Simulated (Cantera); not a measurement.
A diamond (100) surface in a fixed gas of H2 with x(CH4) = 0.0027, x(H) = 0.04, at 1073 K, 14000 Pa; coverages are run to steady state.

Cantera simulation using the Harris–Goodwin 1993 mechanism for the reconstructed diamond (100) surface; the numbers are that mechanism's predictions, not measurements.

One state of this run: growth (µm/h) = 12.1; θ c6HH = 0.532; θ c6H* = 0.0264; θ c6*H = 0.424; θ c6** = 0.0160; θ c6HM = 0.00122. θ: site fractions in the mechanism's names (c6HH fully hydrogenated, c6H* and c6*H radical sites, c6** diradical, c6HM methylated).

Task: Which value of x(CH3) does it belong to?
A) 0.00033
B) 2.6e-06
C) 0.00012
D) 0.0022

Result: C, 0.00012
